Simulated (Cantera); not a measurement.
# Transport properties of process gases

Gas mixture: 100 % NO, at 2300 Pa, frozen composition.

Cantera's kinetic-theory transport with the Lennard-Jones parameters of GRI-Mech 3.0, ideal gas; thermal conductivity in the mixture-averaged form. The composition is frozen, though it would react at the higher temperatures.

```csv
T (K),ρ (kg/m³),cp (J/kg/K),μ (µPa s),λ (mW/m/K),Pr,D (cm²/s) N2,D (cm²/s) CH3,D (cm²/s) H2
400,0.0208,998.6,23.1,32.4,0.712,14.9,16.3,55.8
600,0.0138,1041,30.6,45.1,0.706,29.8,32.9,110
800,0.0104,1092,37.1,57.3,0.708,48.4,53.5,178
1000,0.00830,1133,42.9,68.6,0.709,70.2,77.8,257
1200,0.00692,1159,48.4,79.3,0.707,95.1,105,348
1400,0.00593,1181,53.4,89.4,0.706,123,136,449
1600,0.00519,1199,58.3,99.0,0.706,153,170,560
1800,0.00461,1213,62.9,108,0.706,186,207,681
```
D: mixture-averaged diffusion coefficient of that species in the mixture.
